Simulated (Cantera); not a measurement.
Feed: 1 mol Al, a varied amount of H2O, 96 mol H2, at 1725 °C and 51.0 mbar.

Method: chemical equilibrium by Gibbs-energy minimisation in Cantera with the NASA 1993 tables (ideal gas, pure condensed phases). Candidate condensed phases: Al, Al2O3, H2O; 19 gas species. Kinetics and transport are ignored.

Q: Which condensed phases are stable at each of these points (n(H2O) (mol)): 0.031, 0.051, 0.084, 0.14, 0.23, 0.37, 0.61, 1?

A: 
```csv
n(H2O) (mol),condensed phases,Al condensed (%)
0.031,gas only,0.0
0.051,gas only,0.0
0.084,gas only,0.0
0.14,gas only,0.0
0.23,gas only,0.0
0.37,Al2O3(s),5.4
0.61,Al2O3(s),25.8
1,Al2O3(s),58.7
```

From 0.031 mol H2O to 0.23 mol H2O nothing is condensed. From 0.37 mol H2O to 1 mol H2O the condensed part is Al2O3(s).
